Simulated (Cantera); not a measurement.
# Equilibrium for abatement and gas-phase synthesis: S + H2O + H2

Input: 1 mol S, 0.14 mol H2O, 0.19 mol H2, equilibrated at 0.00140 bar.

Method: chemical equilibrium by Gibbs-energy minimisation in Cantera with the NASA 1993 tables (ideal gas, pure condensed phases). Candidate condensed phases: H2O, H2SO4, S; 19 gas species. The numbers say what is thermodynamically allowed, not how fast it happens.

```csv
T (K),x S,x H,x O,x SO,x H2,x S2,x SH
2800,0.516,0.348,0.0245,0.0554,0.0253,0.0204,0.00573
2900,0.529,0.360,0.0384,0.0404,0.0137,0.0112,0.00349
3000,0.539,0.364,0.0518,0.0265,0.00745,0.00636,0.00214
3100,0.546,0.366,0.0620,0.0160,0.00414,0.00370,0.00134
3200,0.550,0.366,0.0686,0.00933,0.00238,0.00221,0.000853
3300,0.552,0.366,0.0724,0.00538,0.00141,0.00135,0.000558
3400,0.553,0.366,0.0747,0.00313,0.000859,0.000848,0.000373
```
x: gas mole fraction; nothing condenses.

From 2800 K to 3400 K nothing is condensed.
